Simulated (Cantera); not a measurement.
## Equilibrium for calcination and drying: MgSO4 + C + O2

Input: 1 mol MgSO4, 0.47 mol C, 7.9 mol O2, equilibrated at 2400 Pa.

Cantera equilibrium calculation (NASA polynomials, part measured and part estimated; ideal gas, pure solids and liquids). Candidate condensed phases: C, Mg, MgCO3, MgO, MgS, MgSO4, S; 26 gas species. Mutual solubility and eutectic melting of coexisting phases are not modelled. Rates play no part.

From 975 K to 1075 K the condensed part is MgO(s) + MgSO4(s). From 1125 K to 1275 K the condensed part is MgO(s).

```
T (K)  log p O2  log p SO2  log p CO2  log p SO3  log p O  log p CO  log p SO  n MgO(s)  n MgSO4(s)
-----  --------  ---------  ---------  ---------  -------  --------  --------  --------  ----------
975       -1.65      -5.23      -2.85      -5.66   -10.97    -12.62      <-13   0.00266       0.997
1025      -1.65      -4.25      -2.85      -4.94   -10.31    -11.88      <-13    0.0225       0.978
1075      -1.66      -3.36      -2.86      -4.28    -9.71    -11.22    -13.15     0.166       0.834
1125      -1.69      -2.62      -2.92      -3.78    -9.18    -10.65    -11.74      1.00           0
1175      -1.69      -2.61      -2.92      -3.96    -8.68    -10.09    -11.13      1.00           0
1225      -1.69      -2.61      -2.92      -4.13    -8.22     -9.58    -10.57      1.00           0
1275      -1.69      -2.60      -2.92      -4.29    -7.80     -9.11    -10.07      1.00           0
```
log p: log10 of the partial pressure in bar; n: condensed amount in mol.
